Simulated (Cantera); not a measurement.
Feed: 1 mol CO, 1.2 mol CO₂, at 24.0 mbar.

Cantera equilibrium calculation (NASA polynomials, part measured and part estimated; ideal gas, pure solids and liquids). Candidate condensed phases: C; 23 gas species. Ions and electrons are included (thermal ionisation). Equilibrium is a limit: real reactors are often held back by kinetics, nucleation or transport. All values below are at 4500 K.

Base state: CO 0.646, O 0.353, C 0.000417, O₂ 0.000241, CO₂ 0.000128 (mole fractions); condensed: gas only.

**Question.** What changes in the equilibrium state with this change: 0.064 mol H₂S added?

**Answer.** 
| species | before | after |
|---|---|---|
| CO | 0.646 | 0.612 |
| O | 0.353 | 0.334 |
| H | 0 | 0.0356 |
| S | 0 | 0.0177 |
| SO | 0 | 7.37e-5 |
| OH | 0 | 4.36e-5 |
| S+ | 0 | 2.76e-5 |
Further candidate phases: C₆H₆, C₇H₈, C₈H₁₈, H₂O, H₂SO₄, S.
